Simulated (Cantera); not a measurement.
Cantera with NASA thermochemical tables; ideal gases at 1 bar, condensed phases pure. Values are per mole of reaction as written; species without (g) are pure solids or liquids, kept so even where they would boil at 1 bar.

Between 2575 and 2950 K, where is each reaction favourable under standard conditions?
- CO₂(g) + 4 Al = C + 2 Al₂O(g)


- CO₂(g) + 4 Al = C + 2 Al₂O(g): ΔG° is -195 kJ at 2575 K and -219 kJ at 2950 K; it stays negative (K > 1). ΔH° is -36 kJ and ΔS° 62 J/K at 2950 K.
